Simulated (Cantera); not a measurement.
Low-pressure radical oxidation in H2/O2

An isothermal, constant-pressure homogeneous reactor starts with H2 : O2 = 0.058 : 1 (molar parts), at 1250 K and 0.00390 bar.

Model: the H2/O2 subset of GRI-Mech 3.0, which has no nitrogen chemistry, integrated in Cantera. Radical loss at walls, strong at low pressure, is not modelled. The temperature is held fixed by assumption; the heat of reaction is taken as removed at once.

```json
[
 {"t (s)": "0.000300", "x H2": "0.0548", "x O2": "0.945", "x H": "6.62e-9", "x H2O2": "3.06e-12", "x OH": "6.12e-9", "x H2O": "3.70e-9"},
 {"t (s)": "0.00147", "x H2": "0.0548", "x O2": "0.945", "x H": "1.64e-7", "x H2O2": "7.23e-11", "x OH": "2.34e-7", "x H2O": "4.46e-7"},
 {"t (s)": "0.00721", "x H2": "0.00837", "x O2": "0.910", "x H": "0.0111", "x H2O2": "6.83e-8", "x OH": "0.00736", "x H2O": "0.0372"},
 {"t (s)": "0.0353", "x H2": "0.000958", "x O2": "0.903", "x H": "0.00816", "x H2O2": "2.57e-8", "x OH": "0.00424", "x H2O": "0.0478"},
 {"t (s)": "0.173", "x H2": "0.000756", "x O2": "0.913", "x H": "0.00550", "x H2O2": "2.63e-8", "x OH": "0.00378", "x H2O": "0.0499"},
 {"t (s)": "0.849", "x H2": "0.000275", "x O2": "0.933", "x H": "0.00113", "x H2O2": "2.40e-8", "x OH": "0.00231", "x H2O": "0.0540"},
 {"t (s)": "4.16", "x H2": "2.57e-5", "x O2": "0.942", "x H": "3.13e-5", "x H2O2": "1.09e-8", "x OH": "0.000708", "x H2O": "0.0559"},
 {"t (s)": "20.4", "x H2": "1.66e-6", "x O2": "0.943", "x H": "5.16e-7", "x H2O2": "2.38e-9", "x OH": "0.000181", "x H2O": "0.0563"},
 {"t (s)": "100", "x H2": "1.67e-7", "x O2": "0.944", "x H": "1.64e-8", "x H2O2": "4.36e-10", "x OH": "5.73e-5", "x H2O": "0.0563"}
]
```
x: mole fraction; the columns are a selection and need not sum to one.

Equilibrium at this temperature and pressure: H2 3.23e-8, O2 0.944, H 1.40e-9, H2O2 1.26e-10, OH 2.52e-5, H2O 0.0564 (gas phase only).
